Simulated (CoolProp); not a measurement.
A simple Rankine cycle with water: condensing at 292.15 K, boiler at 6.19 MPa, turbine inlet 555.7 K, turbine efficiency 0.6, pump efficiency 0.7, no recuperator. Each further row changes one setting.

Values from CoolProp's reference Helmholtz-energy equation of state, Wagner 2002.

```json
[
 {"case": "as stated", "thermal efficiency (%)": "23.5", "net work (kJ/kg)": "___", "heat in (kJ/kg)": "2720", "turbine exit temperature (K)": "292.1", "volume ratio over the turbine": "1610"},
 {"case": "turbine inlet 575.7 K", "thermal efficiency (%)": "23.7", "net work (kJ/kg)": "___", "heat in (kJ/kg)": "2800", "turbine exit temperature (K)": "292.1", "volume ratio over the turbine": "1520"},
 {"case": "condensing temperature 284.15 K", "thermal efficiency (%)": "24.2", "net work (kJ/kg)": "666", "heat in (kJ/kg)": "2750", "turbine exit temperature (K)": "284.1", "volume ratio over the turbine": "___"},
 {"case": "boiler pressure 4.33 MPa", "thermal efficiency (%)": "22.9", "net work (kJ/kg)": "644", "heat in (kJ/kg)": "2810", "turbine exit temperature (K)": "292.1", "volume ratio over the turbine": "1060"},
 {"case": "turbine efficiency 0.5", "thermal efficiency (%)": "19.5", "net work (kJ/kg)": "___", "heat in (kJ/kg)": "2720", "turbine exit temperature (K)": "292.1", "volume ratio over the turbine": "1690"}
]
```

### Question
What belongs in the gaps?

### Answer

- as stated, net work (kJ/kg): 639
- turbine inlet 575.7 K, net work (kJ/kg): 662
- condensing temperature 284.15 K, volume ratio over the turbine: 2610
- turbine efficiency 0.5, net work (kJ/kg): 531

The expansion ends wet for: as stated; turbine inlet 575.7 K; condensing temperature 284.15 K; boiler pressure 4.33 MPa; turbine efficiency 0.5.
